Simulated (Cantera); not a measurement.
**Hydrocarbon pyrolysis for carbon deposition**

A perfectly stirred reactor is fed with C₃H₈ : H₂ : N₂ = 1 : 2.2 : 0.19 (molar parts), at 0.128 Torr; it is held at 1800 K, and followed from long to short residence time.

Cantera simulation using GRI-Mech 3.0 (53 species, 325 reactions); the numbers are that mechanism's predictions, not measurements. GRI-Mech 3.0 was tuned for natural gas; its chemistry of propane as a main component is partial and can be far from experiment. GRI-Mech 3.0 stops at C3 and has no aromatics, soot or wall deposition, so with more carbon than oxygen in the feed, carbon stays in small species such as C2H2 where larger ones or solid carbon would form. Radical loss at walls, strong at low pressure, is not modelled.

| τ (s) | x C₃H₈ | x H₂ | x H | x CH₃ | x C₂H₂ | x C₂H₆ | x CH₂ |
|---|---|---|---|---|---|---|---|
| 0.42 | 0.00115 | 0.628 | 0.00566 | 0.0211 | 0.183 | 0.000126 | 4.05e-5 |
| 0.14 | 0.00340 | 0.591 | 0.00612 | 0.0338 | 0.153 | 0.000289 | 5.68e-5 |
| 0.047 | 0.0101 | 0.554 | 0.00642 | 0.0527 | 0.108 | 0.000646 | 7.97e-5 |
| 0.016 | 0.0302 | 0.531 | 0.00608 | 0.0776 | 0.0536 | 0.00141 | 0.000107 |
| 0.0054 | 0.0881 | 0.546 | 0.00442 | 0.0923 | 0.0122 | 0.00258 | 0.000117 |
| 0.0018 | 0.190 | 0.598 | 0.00226 | 0.0633 | 0.000773 | 0.00218 | 6.78e-5 |
| 0.00061 | 0.258 | 0.632 | 0.00100 | 0.0244 | 1.97e-5 | 0.000713 | 1.29e-5 |
| 0.00020 | 0.284 | 0.644 | 0.000350 | 0.00768 | 3.54e-7 | 0.000119 | 6.98e-7 |
x: mole fraction; the columns are a selection and need not sum to one.
